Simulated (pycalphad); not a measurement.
Phase fractions of Ti-0.93V-0.73Si (at.%)

Source of the numbers: pycalphad with the COST 507 light-alloy database (1999); pressure 1 atm. The data set is of 1999 and partly superseded. The system is extrapolated from its subsystems; higher-order compounds may be missing. Phase fractions are per mole of atoms. Diffusion is slow at the low end, where real alloys seldom reach equilibrium.

```json
[
 {"T (K)": "1950", "LIQUID": "1.000", "BCC_A2": "-", "HCP_A3": "-", "SITI3": "-"},
 {"T (K)": "1800", "LIQUID": "-", "BCC_A2": "1.000", "HCP_A3": "-", "SITI3": "-"},
 {"T (K)": "1125", "LIQUID": "-", "BCC_A2": "0.894", "HCP_A3": "0.106", "SITI3": "-"},
 {"T (K)": "975", "LIQUID": "-", "BCC_A2": "-", "HCP_A3": "0.988", "SITI3": "0.012"},
 {"T (K)": "825", "LIQUID": "-", "BCC_A2": "-", "HCP_A3": "0.986", "SITI3": "0.014"},
 {"T (K)": "675", "LIQUID": "-", "BCC_A2": "0.001", "HCP_A3": "0.982", "SITI3": "0.017"},
 {"T (K)": "525", "LIQUID": "-", "BCC_A2": "0.007", "HCP_A3": "0.973", "SITI3": "0.020"}
]
```

Database names, with the compositions (at.%) that they take in these runs: SITI3: Ti 75 Si 25. BCC_A2 is bcc; HCP_A3 is hcp.
